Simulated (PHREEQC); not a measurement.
0.29 g of hydrous ferric oxide (600 m²/g; 0.2 weak and 0.005 strong sites per Fe, Dzombak-Morel constants, diffuse double layer) in 1 kg of water with 0.001 mol/kgw of an inert sodium salt and 4.9e-06 mol/kgw CaCl2 and 3.6e-06 mol/kgw Na2HAsO4, at 25 °C; the pH is set by adding NaOH or the inert anion's acid. O2 is buffered at 0.21 atm. CO2 from the air is kept out. Nothing may precipitate in this run.

Model: ion-association model, wateq4f.dat, run in PHREEQC.

Question: Predict Ca sorbed (%), surface charge σ (C/m²) at pH = 5.5, 7.5, 9.5.

Answer: 
| pH | Ca sorbed (%) | surface charge σ (C/m²) |
|---|---|---|
| 5.5 | 0.0 | 0.031 |
| 7.5 | 7.2 | 0.003 |
| 9.5 | 99.8 | -0.009 |

The database has no arsenate complexes of Ca. The oxide is taken as insoluble; below pH 4 it would dissolve.
